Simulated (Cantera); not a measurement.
A perfectly stirred reactor is fed with CH2O : O2 : N2 = 0.0092 : 0.019 : 1 (molar parts), equivalence ratio 0.48, at 190000 Pa; it is held at 1423 K, and followed from long to short residence time.

Cantera simulation using GRI-Mech 3.0 (53 species, 325 reactions); the numbers are that mechanism's predictions, not measurements.

**Question.** Predict: x(CH2O) at τ = 13.0 s; x(O2) at τ = 13.0 s; x(CO2) at τ = 13.0 s; x(HO2) at τ = 13.0 s; x(CH2O) at τ = 0.260 s; x(O2) at τ = 0.260 s; x(CO2) at τ = 0.260 s; x(HO2) at τ = 0.260 s.

**Answer.** x(CH2O) at τ = 13.0 s: 1.06e-7
x(O2) at τ = 13.0 s: 0.00953
x(CO2) at τ = 13.0 s: 0.00894
x(HO2) at τ = 13.0 s: 7.75e-8
x(CH2O) at τ = 0.260 s: 1.41e-6
x(O2) at τ = 0.260 s: 0.00957
x(CO2) at τ = 0.260 s: 0.00882
x(HO2) at τ = 0.260 s: 8.79e-7
